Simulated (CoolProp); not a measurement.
Vapour-liquid equilibrium of acetone (1) + n-heptane (2) at 128 kPa; x and y are mole fractions of (1).

Model: multi-fluid Helmholtz-energy mixture model, Lemmon 2006 and Span 2003; pair parameters Bell 2016, in CoolProp.

```tsv
x	bubble temperature, mixture model (°C)	bubble temperature, Raoult's law (°C)	y, mixture model	y, Raoult's law
0.05	[?]	102.4	[?]	0.155
0.2	75.5	92.2	0.664	0.474
0.35	[?]	84.3	0.758	0.666
0.5	66.1	77.9	0.798	0.792
0.65	64.7	72.6	0.827	0.878
0.8	63.5	68.1	0.866	0.941
0.95	62.9	64.3	0.949	0.987
```

Problem. Complete the blanks.

Solution. 
- 0.05, bubble temperature, mixture model (°C): 94.2
- 0.05, y, mixture model: 0.321
- 0.35, bubble temperature, mixture model (°C): 68.9

The largest gap from Raoult's law is -16.7 K in bubble temperature, at x = 0.2. y crosses x between x = 0.8 and 0.95: the model has an azeotrope there.

The pair parameters rest on a limited set of measurements; away from them the model extrapolates. With so large a gap from Raoult's law the liquid may split in two, which this calculation doesn't test in full.
